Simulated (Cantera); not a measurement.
An isothermal plug-flow reactor at 598 K and 0.300 bar (inlet), inlet velocity 0.6 m/s, active area per volume 3300 1/m; feed CO : O2 : N2 : H2O = 0.0028 : 0.049 : 0.79 : 0.095 (molar parts).

Detailed kinetics in Cantera: Deutschmann's 1995 Pt surface mechanism with GRI-Mech 3.0 gas chemistry. Catalytic surfaces can have several steady states; this one follows from the mechanism file's or the stated starting coverage. Mass transfer to the wall is taken as infinitely fast.

One state of this run: x CO = 0.00198; x O2 = 0.0518; x H2O = 0.101; x CO2 = 0.00101; θ free Pt = 0.00302; θ O* = 0.993; θ OH* = 0.00419. x: gas mole fraction; θ: surface coverage.

Problem. Which value of z (m) does it belong to?
A) 0.0024
B) 0.019
C) 0.0041
D) 0.031

Solution. B, 0.019
